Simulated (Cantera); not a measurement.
Thermodynamics of nitride etching, feed BN + H₂O + H₂

Input: 1 mol BN, a varied amount of H₂O, 2.5 mol H₂, equilibrated at 13.3 mbar.

Equilibrium computed with Cantera from the NASA thermochemical tables; the gas is ideal and each condensed phase is pure. Candidate condensed phases: B, BN, B₂O₃, B₃O₃H₃, H₂O; 39 gas species. Mutual solubility and eutectic melting of coexisting phases are not modelled. Gases not in the tables: H₃BO₃. Kinetics and transport are ignored.

Question: Map the stable condensed phases over T = 952, 1052, 1152, 1252, 1352, 1452, 1552, 1652, 1752 °C and n(H₂O) in mol = 1.3, 4.6, 8, 11, 15, 18, 21, 25.

Answer: 
```
T in °C \ n(H₂O) in mol
         1.3 4.6   8  11  15  18  21  25
   1752    A   A   A   A   A   A   A   A
   1652    A   A   A   A   A   A   A   A
   1552    A   A   A   A   A   A   A   A
   1452    B   A   A   A   A   A   A   A
   1352    C   A   A   A   A   A   A   A
   1252    C   A   A   A   A   A   A   A
   1152    C   D   D   A   A   A   A   A
   1052    C   D   D   D   D   D   D   D
    952    C   D   D   D   D   D   D   D
```
A: gas only; B: BN; C: BN + B₂O₃; D: B₂O₃.
